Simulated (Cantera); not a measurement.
Thermodynamics of aluminium nitride and oxide growth, feed AlCl3 + N2 + H2 + H2O

Charge: 1 mol AlCl3, 27 mol N2, 16 mol H2, 0.42 mol H2O, equilibrated at 0.0133 bar.

These are equilibrium values from Cantera (NASA tables, ideal gas, pure condensed phases), not measurements of a reactor. Candidate condensed phases: Al, AlCl3, AlN, Al2O3, H2O, NH4Cl; 45 gas species. Mutual solubility and eutectic melting of coexisting phases are not modelled. The tables' values for AlCl2 are old estimates; treat these amounts as uncertain. Rates play no part.

| T (K) | x N2 | x H2 | x HCl | x AlCl | n AlN(s) | n Al2O3(s) |
|---|---|---|---|---|---|---|
| 1348 | 0.602 | 0.347 | 0.0426 | 0.000198 | 0.342 | 0.140 |
| 1398 | 0.602 | 0.347 | 0.0418 | 0.000594 | 0.315 | 0.140 |
| 1448 | 0.602 | 0.347 | 0.0407 | 0.00163 | 0.260 | 0.140 |
| 1498 | 0.601 | 0.347 | 0.0388 | 0.00409 | 0.149 | 0.140 |
| 1548 | 0.600 | 0.346 | 0.0375 | 0.00813 | 0 | 0.140 |
| 1598 | 0.599 | 0.344 | 0.0411 | 0.00998 | 0 | 0.140 |
| 1648 | 0.598 | 0.342 | 0.0439 | 0.0115 | 0 | 0.140 |
x: gas mole fraction; n: condensed amount in mol.

From 1348 K to 1498 K the condensed part is AlN(s) + Al2O3(s). From 1548 K to 1648 K the condensed part is Al2O3(s). The main Al-bearing gas is AlCl3 at 1348 K and AlCl at 1648 K.
